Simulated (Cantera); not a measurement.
What does this Cantera script print?

```python
import numpy as np
import cantera as ct

gas = ct.Solution("gri30.yaml")


def delay(T, t_max=10):
    gas.TPX = T, 500000, {'CH4': 1, 'CO': 0.1, 'O2': 3.94, 'N2': 14.8, 'H2O': 1.4}
    reactor = ct.IdealGasReactor(gas, clone=False)
    net = ct.ReactorNet([reactor])
    net.rtol, net.atol = 1e-8, 1e-16
    while net.time < t_max:
        t_old, T_old = net.time, reactor.T
        net.step()
        if reactor.T > T + 400:  # ignition: a rise of 400 K
            return t_old + (T + 400 - T_old) / (reactor.T - T_old) * (net.time - t_old)
    return np.nan


taus = []
for T in [1300, 1400, 1500, 1600, 1700, 1800]:
    taus.append(delay(T))
    print(f"T0 = {T:6g} K   tau = {taus[-1]:.4e} s")
```

It prints:

```
T0 =   1300 K   tau = 2.3117e-03 s
T0 =   1400 K   tau = 7.6406e-04 s
T0 =   1500 K   tau = 2.7868e-04 s
T0 =   1600 K   tau = 1.1207e-04 s
T0 =   1700 K   tau = 4.9959e-05 s
T0 =   1800 K   tau = 2.4650e-05 s
```

Computed with Cantera and GRI-Mech 3.0 (53 species, 325 reactions).
